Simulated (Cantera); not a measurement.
Cantera run:

```python
import numpy as np
import cantera as ct

gas_names = """
    SO2 SiO S2
""".split()
cond_names = """
    Si(cr) Si(L)
""".split()


# ... load() reads the species with a 1 bar reference pressure and builds the phases ...
species = {s.name: s for s in load("nasa_gas.yaml", gas_names) + load("nasa_condensed.yaml", cond_names)}
# Each term lists the table entries of one substance; the one whose range holds T is used.
reactions = {
    '2 SO2(g) + 4 Si = 4 SiO(g) + S2(g)':
        [(-2, ['SO2']), (-4, ['Si(cr)', 'Si(L)']), (4, ['SiO']), (1, ['S2'])],
}


def pick(names, T):
    return next(species[n] for n in names if species[n].thermo.min_temp <= T <= species[n].thermo.max_temp)


results = []
for label, terms in reactions.items():
    print(label)
    print("     T/K   dH/kJ  dS/(J/K)   dG/kJ   log10 K")
    for T in [1375, 1475, 1575, 1675, 1775, 1875, 1975]:
        used = [(nu, pick(names, T)) for nu, names in terms]
        dH = sum(nu * s.thermo.h(T) for nu, s in used) / 1e6
        dS = sum(nu * s.thermo.s(T) for nu, s in used) / 1e3
        dG = dH - T * dS / 1e3
        logK = -dG * 1e6 / (ct.gas_constant * T * np.log(10))
        results.append((label, T, dH, dS, dG, logK, [s.name for _, s in used]))
        print(f"{T:8g} {dH:8.1f} {dS:8.1f} {dG:8.1f} {logK:8.2f}")
```

It prints:

```
2 SO2(g) + 4 Si = 4 SiO(g) + S2(g)
     T/K   dH/kJ  dS/(J/K)   dG/kJ   log10 K
    1375    287.8    462.3   -347.9    13.21
    1475    283.7    459.4   -393.9    13.95
    1575    279.5    456.6   -439.7    14.58
    1675    275.1    454.0   -485.3    15.13
    1775     70.5    333.0   -520.4    15.32
    1875     66.9    331.0   -553.6    15.42
    1975     63.3    329.1   -586.6    15.52
```

Cantera with NASA thermochemical tables; ideal gases at 1 bar, condensed phases pure. Condensed species are held in their standard states even where they would react or evaporate.
